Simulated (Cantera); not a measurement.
Cantera run:

```python
import numpy as np
import cantera as ct

gas_names = """
    NO2 N2O OH NH3 NO
""".split()
cond_names = """
    V2O4(I) V2O4(II) V2O4(L) V2O5(s) V2O5(L) VN(s)
""".split()


# ... load() reads the species with a 1 bar reference pressure and builds the phases ...
species = {s.name: s for s in load("nasa_gas.yaml", gas_names) + load("nasa_condensed.yaml", cond_names)}
# Each term lists the table entries of one substance; the one whose range holds T is used.
reactions = {
    '2 NO2(g) + 3 V2O4 = N2O(g) + 3 V2O5':
        [(-2, ['NO2']), (-3, ['V2O4(I)', 'V2O4(II)', 'V2O4(L)']), (1, ['N2O']), (3, ['V2O5(s)', 'V2O5(L)'])],
    '9 OH(g) + 4 VN = 3 NH3(g) + 2 V2O4 + NO(g)':
        [(-9, ['OH']), (-4, ['VN(s)']), (3, ['NH3']), (2, ['V2O4(I)', 'V2O4(II)', 'V2O4(L)']), (1, ['NO'])],
}


def pick(names, T):
    return next(species[n] for n in names if species[n].thermo.min_temp <= T <= species[n].thermo.max_temp)


results = []
for label, terms in reactions.items():
    print(label)
    print("     T/K   dH/kJ  dS/(J/K)   dG/kJ   log10 K")
    for T in [950, 1050, 1150, 1250, 1350, 1450, 1550, 1650, 1750, 1850, 1950]:
        used = [(nu, pick(names, T)) for nu, names in terms]
        dH = sum(nu * s.thermo.h(T) for nu, s in used) / 1e6
        dS = sum(nu * s.thermo.s(T) for nu, s in used) / 1e3
        dG = dH - T * dS / 1e3
        logK = -dG * 1e6 / (ct.gas_constant * T * np.log(10))
        results.append((label, T, dH, dS, dG, logK, [s.name for _, s in used]))
        print(f"{T:8g} {dH:8.1f} {dS:8.1f} {dG:8.1f} {logK:8.2f}")
```

Output:

```
2 NO2(g) + 3 V2O4 = N2O(g) + 3 V2O5
     T/K   dH/kJ  dS/(J/K)   dG/kJ   log10 K
     950   -180.9    -37.6   -145.1     7.98
    1050   -176.9    -33.6   -141.6     7.04
    1150   -173.7    -30.7   -138.4     6.29
    1250   -171.3    -28.7   -135.4     5.66
    1350   -169.5    -27.3   -132.6     5.13
    1450   -168.3    -26.5   -129.9     4.68
    1550   -167.9    -26.2   -127.3     4.29
    1650   -168.0    -26.3   -124.7     3.95
    1750   -168.8    -26.7   -122.0     3.64
    1850   -509.8   -214.4   -113.2     3.20
    1950   -522.1   -220.9    -91.4     2.45
9 OH(g) + 4 VN = 3 NH3(g) + 2 V2O4 + NO(g)
     T/K   dH/kJ  dS/(J/K)   dG/kJ   log10 K
     950  -2366.7   -759.5  -1645.2    90.46
    1050  -2363.4   -756.2  -1569.4    78.07
    1150  -2359.8   -752.9  -1493.9    67.86
    1250  -2356.0   -749.7  -1418.8    59.29
    1350  -2352.0   -746.7  -1344.0    52.00
    1450  -2347.9   -743.7  -1269.5    45.73
    1550  -2343.6   -740.9  -1195.2    40.28
    1650  -2339.2   -738.1  -1121.3    35.50
    1750  -2334.7   -735.5  -1047.6    31.27
    1850  -2103.7   -608.4   -978.3    27.62
    1950  -2092.3   -602.3   -917.7    24.58
```

Source: NASA polynomial tables (part measured, part estimated), evaluated in Cantera. VN: taken at fixed stoichiometry. Condensed species are held in their standard states even where they would react or evaporate.
